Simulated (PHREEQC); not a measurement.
1 kg of water holding 0.56 mol NaCl and 0.23 mol NaOH is evaporated at 60 °C; the solids stay in contact with the brine. No CO2 enters from the air. Solids allowed: Halite. Others were left out.

Equilibrium calculation in PHREEQC: Pitzer model, pitzer.dat.

```tsv
water left (kg)	ionic strength	water activity	Halite (mol)	Na in solution (mol/kgw)	Cl in solution (mol/kgw)
1	0.790	0.974	0	0.790	0.560
0.8219	0.961	0.968	0	0.961	0.681
0.6755	1.17	0.961	0	1.17	0.829
0.5552	1.42	0.952	0	1.42	1.01
0.4563	1.73	0.942	0	1.73	1.23
0.375	2.11	0.928	0	2.11	1.49
0.3082	2.56	0.911	0	2.56	1.82
0.2533	3.12	0.890	0	3.12	2.21
0.2082	3.79	0.864	0	3.79	2.69
0.1711	4.62	0.832	0	4.62	3.27
0.1156	6.83	0.743	0	6.83	4.84
0.09502	7.84	0.704	0.0451	7.84	5.42
0.07809	8.18	0.693	0.151	8.18	5.24
0.06418	8.62	0.678	0.237	8.62	5.03
0.05275	9.16	0.658	0.307	9.16	4.80
0.04335	9.85	0.633	0.363	9.85	4.55
0.03564	10.7	0.600	0.407	10.7	4.29
0.0293	11.9	0.557	0.441	11.9	4.05
0.02407	13.4	0.504	0.466	13.4	3.89
0.01979	15.6	0.443	0.482	15.6	3.93
```

Halite from water left = 0.09502 kg (pH 13.27).

Away from 25 °C the constants follow the database's enthalpies or fits; those with neither stay at their 25 °C values.
